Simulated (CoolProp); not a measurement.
Tetradecamethylhexasiloxane (MD4M) along the isobar 7.52 bar: Z from the reference equation and from simpler models built on Tc = 653.2 K, pc = 8.286 bar, ω = 0.800; each cubic takes its own stable root.

Model: reference Helmholtz-energy equation of state, Thol 2019, in CoolProp.

| T (K) | phase | reference | van der Waals | Redlich-Kwong | Soave-Redlich-Kwong | Peng-Robinson |
|---|---|---|---|---|---|---|
| 309.8 | liquid | 0.1529 | 0.2846 | 0.1926 | 0.1817 | 0.1623 |
| 326.8 | liquid | 0.1477 | 0.2733 | 0.1853 | 0.1739 | 0.1553 |
| 343.7 | liquid | 0.1431 | 0.2634 | 0.1790 | 0.1672 | 0.1492 |
| 360.7 | liquid | 0.1391 | 0.2545 | 0.1734 | 0.1612 | 0.1437 |
| 377.6 | liquid | 0.1356 | 0.2467 | 0.1686 | 0.1559 | 0.1389 |
| 394.6 | liquid | 0.1325 | 0.2397 | 0.1643 | 0.1513 | 0.1347 |
| 411.5 | liquid | 0.1298 | 0.2336 | 0.1608 | 0.1473 | 0.1311 |
| 428.5 | liquid | 0.1274 | 0.2283 | 0.1577 | 0.1438 | 0.1279 |
| 445.4 | liquid | 0.1255 | 0.2236 | 0.1552 | 0.1409 | 0.1252 |
| 462.4 | liquid | 0.1239 | 0.2197 | 0.1532 | 0.1385 | 0.1230 |
| 479.3 | liquid | 0.1226 | 0.2164 | 0.1518 | 0.1367 | 0.1213 |
| 496.2 | liquid | 0.1217 | 0.2138 | 0.1509 | 0.1354 | 0.1200 |
| 513.2 | liquid | 0.1211 | 0.2119 | 0.1507 | 0.1347 | 0.1193 |
| 530.1 | liquid | 0.1210 | 0.2108 | 0.1511 | 0.1347 | 0.1193 |
| 547.1 | liquid | 0.1213 | 0.2106 | 0.1523 | 0.1355 | 0.1199 |
| 564 | liquid | 0.1223 | 0.2115 | 0.1545 | 0.1373 | 0.1215 |
